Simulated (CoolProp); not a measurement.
Vapour-liquid equilibrium of R114 (1) + n-pentane (2) at 1.87 bar; x and y are mole fractions of (1).

Computed with CoolProp (multi-fluid Helmholtz-energy mixture model, Platzer 1990 and Thol 2019; pair parameters Bell 2016). This equation is an older, rougher fit; its heat capacities, sound speeds and derivatives of the liquid may be far off and weren't checked against measurements.

```csv
x,bubble temperature (°C),y at the bubble point,dew temperature at overall composition x (°C),liquid density (mol/L)
0.05,50.3,0.173,53.9,8.230
0.125,44.4,0.357,51.8,8.294
0.2,39.8,0.484,49.5,8.341
0.275,36.2,0.575,47.1,8.376
0.35,33.3,0.645,44.6,8.402
0.425,31.0,0.700,…,8.424
0.5,…,0.746,39.2,8.442
0.575,27.4,0.786,36.2,8.459
0.65,26.0,…,33.1,8.476
0.725,24.7,0.857,29.9,8.494
0.8,23.5,0.892,26.8,8.515
0.875,22.4,0.929,24.1,8.538
0.95,21.4,0.970,21.9,…
```

Problem. What belongs in the gaps?

Solution. 
- 0.425, dew temperature at overall composition x (°C): 42.0
- 0.5, bubble temperature (°C): 29.1
- 0.65, y at the bubble point: 0.822
- 0.95, liquid density (mol/L): 8.565

No azeotrope shows between x = 0.05 and 0.95.

The pair parameters rest on a limited set of measurements; away from them the model extrapolates.
